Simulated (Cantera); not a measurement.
# Premixed flame

A freely propagating, adiabatic, planar premixed flame of 11.6 % CH4, 17.8 % O2, 66.9 % N2, 3.70 % CO2, unburnt at 500 K and 0.910 bar; mixture-averaged transport, grid criteria slope 0.08 and curve 0.16, no radiation.

Detailed kinetics in Cantera: GRI-Mech 3.0 (53 species, 325 reactions). Burning velocities carry a grid error of a few per cent, more on coarse grids.

| z (mm) | T (K) | u (m/s) | x CH4 | x O2 | x CO2 | x HO2 | x CH2O | x H2 |
|---|---|---|---|---|---|---|---|---|
| -1.65 | 500 | 0.539 | 0.115 | 0.178 | 0.0370 | 7.75e-8 | 1.59e-7 | 0.00240 |
| -1.10 | 505 | 0.546 | 0.115 | 0.177 | 0.0368 | 9.43e-7 | 2.65e-6 | 0.00644 |
| -0.824 | 521 | 0.566 | 0.113 | 0.175 | 0.0367 | 4.76e-6 | 1.71e-5 | 0.0111 |
| -0.550 | 629 | 0.691 | 0.104 | 0.166 | 0.0367 | 3.42e-5 | 0.000173 | 0.0196 |
| -0.275 | 1081 | 1.21 | 0.0686 | 0.124 | 0.0402 | 7.98e-5 | 0.000893 | 0.0316 |
| -0.137 | 1467 | 1.66 | 0.0368 | 0.0808 | 0.0460 | 9.77e-5 | 0.000992 | 0.0374 |
| 0 | 1809 | 2.07 | 0.00922 | 0.0358 | 0.0546 | 4.43e-5 | 0.000502 | 0.0395 |
| 0.137 | 1958 | 2.25 | 0.000878 | 0.0115 | 0.0634 | 6.27e-6 | 0.000108 | 0.0363 |
| 0.275 | 1994 | 2.28 | 5.15e-5 | 0.00403 | 0.0697 | 1.46e-6 | 9.80e-6 | 0.0340 |
| 0.550 | 2016 | 2.30 | 2.59e-7 | 0.00150 | 0.0748 | 6.39e-7 | 6.75e-8 | 0.0337 |
| 1.10 | 2039 | 2.32 | <1e-8 | 0.000935 | 0.0762 | 4.21e-7 | <1e-8 | 0.0339 |
| 2.20 | 2065 | 2.35 | <1e-8 | 0.000535 | 0.0763 | 2.43e-7 | <1e-8 | 0.0338 |
| 4.40 | 2087 | 2.37 | <1e-8 | 0.000238 | 0.0763 | 1.06e-7 | <1e-8 | 0.0336 |
x: mole fraction of selected species; z is measured from the peak of heat release.

| Quantity | Value |
|---|---|
| laminar burning velocity | 53.8 cm/s |
| thermal thickness | 0.550 mm |
| peak x(HO2) | 9.84e-5 |
| peak x(CH2O) | 0.00104 |
| peak x(H2) | 0.0396 |
| grid points | 144 |
